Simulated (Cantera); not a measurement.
Charge: 1 mol Si, 0.5 mol O2, 14 mol H2, held at 1225 K and 10.0 Torr.

These are equilibrium values from Cantera (NASA tables, ideal gas, pure condensed phases), not measurements of a reactor. Mutual solubility and eutectic melting of coexisting phases are not modelled. The tables hold silica as quartz up to 1696 K and as liquid above; real silica turns to tridymite and cristobalite and melts near 1996 K. Kinetics and transport are ignored.

```json
[
 {"species": "H2", "before": "1.000", "after": "0.924"},
 {"species": "SiO", "before": "8.14e-5", "after": "0.0663"},
 {"species": "H", "before": "2.70e-6", "after": "0.00941"},
 {"species": "Si", "before": "<1e-9", "after": "3.17e-5"},
 {"species": "H2O", "before": "8.78e-8", "after": "3.57e-5"},
 {"species": "Si(s), mol", "before": "0.499", "after": "0"},
 {"species": "SiO2(β-quartz), mol", "before": "0.499", "after": "0"}
]
```
Gas species are given as mole fractions.

Problem. Which change was made?
(A) temperature from 1225 K to 1423.15 K
(B) temperature from 1225 K to 1850 K
(C) temperature from 1225 K to 2073 K
(D) temperature from 1225 K to 1948 K

Solution. D, temperature from 1225 K to 1948 K
